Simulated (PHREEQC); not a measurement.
**Buffer: an equilibrium model**

A solution holds 0.0095 mol H3PO4, 0.000175 mol Na2SO4 and 0.0006 mol NaCl per kg of water, at 20 °C. Closed to the air; pH follows from the charge balance.

Model: ion-association model, wateq4f.dat, run in PHREEQC.

No solid was allowed to form.

Problem. Estimate the pH.

Solution. pH 2.28.

Problem. In which forms is S present?

Solution. SO4-2 74 %, HSO4- 26 % of the S.

Species that the database lacks are ignored. H3PO4, which wateq4f.dat lacks, is added to it with the constant of phreeqc.dat.
